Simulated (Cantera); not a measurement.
Cantera with NASA thermochemical tables; ideal gases at 1 bar, condensed phases pure. Values are per mole of reaction as written; species without (g) are pure solids or liquids, kept so even where they would boil at 1 bar.

2 Cu(OH)₂ + N₂O(g) = Cu₂O + 4 OH(g) + 2 N(g), with ΔH° = 1751.2 kJ and ΔS° = 697.1 J/K at 300 K.

### Question
How far is the shortcut ΔG° ≈ ΔH°(300 K) − T·ΔS°(300 K) from the full temperature-dependent value at 798, 873, 948, 1023, 1098, 1173, 1248, 1323, 1398, 1473 K?

### Answer
| T (K) | shortcut (kJ) | full (kJ) | difference (kJ) | difference in log10 K |
|---|---|---|---|---|
| 798 | 1194.9 | 1199.8 | -4.9 | 0.32 |
| 873 | 1142.6 | 1149.4 | -6.8 | 0.41 |
| 948 | 1090.3 | 1099.2 | -8.9 | 0.49 |
| 1023 | 1038.0 | 1049.4 | -11.4 | 0.58 |
| 1098 | 985.7 | 999.8 | -14.1 | 0.67 |
| 1173 | 933.4 | 950.5 | -17.1 | 0.76 |
| 1248 | 881.2 | 901.4 | -20.3 | 0.85 |
| 1323 | 828.9 | 852.5 | -23.6 | 0.93 |
| 1398 | 776.6 | 803.8 | -27.2 | 1.02 |
| 1473 | 724.3 | 755.2 | -30.9 | 1.10 |
The shortcut ignores the heat-capacity change of the reaction.
